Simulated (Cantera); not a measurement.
Standard-state values (1 bar) from the NASA 1993 polynomials, evaluated with Cantera. Values are per mole of reaction as written; species without (g) are pure solids or liquids, kept so even where they would boil at 1 bar.

2 H2(g) + 2 K2SO4 → 4 KOH(g) + 4 O(g) + S2(g)

```tsv
T (K)	ΔH° (kJ)	ΔS° (J/K)	ΔG° (kJ)	log10 K	condensed phases
448	___	___	___	___	K2SO4(s)
598	___	___	___	___	K2SO4(s)
748	3044.2	1159.8	2176.7	-152.00	K2SO4(s)
898	___	___	___	___	K2SO4(s)
1048	2993.7	1102.2	1838.6	-91.64	K2SO4(s)
1198	2974.2	1084.8	1674.6	-73.01	K2SO4(s)
1348	2882.9	1015.8	1513.5	-58.65	K2SO4(l)
```

Q: Complete the blanks.

A: 
- 448, ΔH° (kJ): 3066.4
- 448, ΔS° (J/K): 1196.2
- 448, ΔG° (kJ): 2530.5
- 448, log10 K: -295.04
- 598, ΔH° (kJ): 3057.9
- 598, ΔS° (J/K): 1180.0
- 598, ΔG° (kJ): 2352.2
- 598, log10 K: -205.46
- 898, ΔH° (kJ): 3009.9
- 898, ΔS° (J/K): 1118.8
- 898, ΔG° (kJ): 2005.2
- 898, log10 K: -116.64
